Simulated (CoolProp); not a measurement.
Vapour-liquid equilibrium of CH2F2 (R32) (1) + R1234ze(E) (2) at 7.42 bar; x and y are mole fractions of (1).

Computed with CoolProp (multi-fluid Helmholtz-energy mixture model, Tillner-Roth 1997 and Thol 2016; pair parameters Bell 2023).

| x | bubble temperature, mixture model (K) | bubble temperature, Raoult's law (K) | y, mixture model | y, Raoult's law |
|---|---|---|---|---|
| 0.05 | 307.8 | 308.1 | 0.135 | 0.147 |
| 0.125 | 302.2 | 302.9 | 0.304 | 0.323 |
| 0.2 | 297.3 | 298.4 | 0.437 | 0.458 |
| 0.275 | 293.1 | 294.4 | 0.541 | 0.566 |
| 0.35 | 289.5 | 290.8 | 0.625 | 0.652 |
| 0.425 | 286.3 | 287.6 | 0.692 | 0.723 |
| 0.5 | 283.6 | 284.7 | 0.749 | 0.781 |
| 0.575 | 281.2 | 282.0 | 0.797 | 0.830 |
| 0.65 | 278.9 | 279.6 | 0.840 | 0.871 |
| 0.725 | 276.9 | 277.3 | 0.878 | 0.907 |
| 0.8 | 275.0 | 275.2 | 0.914 | 0.937 |
| 0.875 | 273.2 | 273.3 | 0.948 | 0.963 |
| 0.95 | 271.4 | 271.5 | 0.980 | 0.986 |

The largest gap from Raoult's law is -1.3 K in bubble temperature, at x = 0.35. No azeotrope shows between x = 0.05 and 0.95.

Pair parameters are fitted to limited data, so mixtures are less certain than the pure fluids.
